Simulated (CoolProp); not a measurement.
A simple Rankine cycle with R152A: condensing at 313.15 K, boiler at 2.12 MPa, turbine inlet 388.5 K, turbine efficiency 0.6, pump efficiency 0.7, no recuperator. Each further row changes one setting.

The numbers come from the reference Helmholtz-energy equation of state, Outcalt 1996 in CoolProp. It is a modified Benedict-Webb-Rubin equation, recast in Helmholtz form.

| case | thermal efficiency (%) | net work (kJ/kg) | heat in (kJ/kg) | turbine exit temperature (K) | volume ratio over the turbine |
|---|---|---|---|---|---|
| as stated | 5.3 | 17.9 | 336 | (withheld) | (withheld) |
| turbine inlet 408.5 K | (withheld) | (withheld) | 366 | 378.9 | 2.34 |
| condensing temperature 305.15 K | 6.5 | 22.7 | 351 | 350.5 | 2.95 |
| boiler pressure 1.48 MPa | 3.3 | 11.4 | 349 | (withheld) | 1.63 |
| turbine efficiency 0.5 | (withheld) | 14.6 | 336 | 359.8 | (withheld) |

**Question.** Fill in the missing entries.

**Answer.** 
- as stated, turbine exit temperature (K): 357.3
- as stated, volume ratio over the turbine: 2.37
- turbine inlet 408.5 K, thermal efficiency (%): 5.4
- turbine inlet 408.5 K, net work (kJ/kg): 19.7
- boiler pressure 1.48 MPa, turbine exit temperature (K): 372.0
- turbine efficiency 0.5, thermal efficiency (%): 4.3
- turbine efficiency 0.5, volume ratio over the turbine: 2.40
